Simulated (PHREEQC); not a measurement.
Consider water at 25 °C with 0.27 mol/kgw HCl, 0.0012 mol/kgw CaCl2 and 0.0028 mol/kgw CuCl2. Closed to the air; pH follows from the charge balance.

Equilibrium calculation in PHREEQC: ion-association model, phreeqc.dat.

This is a speciation only: nothing precipitates in the calculation.

Task: Estimate the pH, activity of water, specific conductance.

Result: pH 0.67; activity of water 0.991; specific conductance 88300 µS/cm.

Task: In which forms is Cu present?

Result: Cu+2 81 %, CuCl+ 18 %, CuCl2 1.2 % of the Cu.
